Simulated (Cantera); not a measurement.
Charge: 1 mol C6H6, 0.31 mol H2O, equilibrated at 1975 K and 3.00 bar.

Equilibrium computed with Cantera from the NASA thermochemical tables; the gas is ideal and each condensed phase is pure. Candidate condensed phases: C, C6H6, C7H8, C8H18, H2O; 110 gas species. Equilibrium is a limit: real reactors are often held back by kinetics, nucleation or transport.

Base state: H2 0.912, CO 0.0857, CH4 0.00113, H 0.000754, C2H2 (acetylene) 0.000592, H2O 3.04e-5, CH3 1.86e-5, C2H4 1.26e-5 (mole fractions); condensed: C(graphite).

### Question
What changes in the equilibrium state with this change: temperature from 1975 K to 673 K?

### Answer
```csv
species,before,after
CH4,0.00113,0.719
H2O,3.04e-5,0.149
H2,0.912,0.125
CO,0.0857,0.000366
H,0.000754,<1e-9
C2H2 (acetylene),0.000592,<1e-9
CH3,1.86e-5,<1e-9
"C(graphite), mol",5.68,4.60
```

### Question
What changes in the equilibrium state with this change: H2O from 0.31 to 0.1 mol?

### Answer
```json
[
 {"species": "H2", "before": "0.912", "after": "0.966"},
 {"species": "CO", "before": "0.0857", "after": "0.0313"},
 {"species": "CH4", "before": "0.00113", "after": "0.00127"},
 {"species": "H2O", "before": "3.04e-5", "after": "1.17e-5"},
 {"species": "C2H4", "before": "1.26e-5", "after": "1.41e-5"},
 {"species": "C(graphite), mol", "before": "5.68", "after": "5.89"}
]
```
